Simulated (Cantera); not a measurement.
A closed system holds: 1 mol SiHCl₃, 2.5 mol NH₃, 5 mol N₂, at 27.0 mbar.

Cantera equilibrium calculation (NASA polynomials, part measured and part estimated; ideal gas, pure solids and liquids). Candidate condensed phases: NH₄Cl, Si, Si₃N₄; 28 gas species. Gases not in the tables: Si₂H₆ and higher silanes. Rates play no part.

Which condensed phases are stable at each of these points (T (°C)): 625, 775, 925, 1075, 1225, 1375, 1525, 1675, 1825?


```json
[
 {"T (°C)": "625", "condensed phases": "Si₃N₄(s)", "Si condensed (%)": "89.7"},
 {"T (°C)": "775", "condensed phases": "Si₃N₄(s)", "Si condensed (%)": "93.0"},
 {"T (°C)": "925", "condensed phases": "Si₃N₄(s)", "Si condensed (%)": "94.6"},
 {"T (°C)": "1075", "condensed phases": "Si₃N₄(s)", "Si condensed (%)": "93.3"},
 {"T (°C)": "1225", "condensed phases": "Si₃N₄(s)", "Si condensed (%)": "79.8"},
 {"T (°C)": "1375", "condensed phases": "Si₃N₄(s)", "Si condensed (%)": "46.0"},
 {"T (°C)": "1525", "condensed phases": "Si₃N₄(s)", "Si condensed (%)": "10.5"},
 {"T (°C)": "1675", "condensed phases": "Si(l)", "Si condensed (%)": "6.1"},
 {"T (°C)": "1825", "condensed phases": "Si(l)", "Si condensed (%)": "3.2"}
]
```

From 625 °C to 1525 °C the condensed part is Si₃N₄(s). From 1675 °C to 1825 °C the condensed part is Si(l).
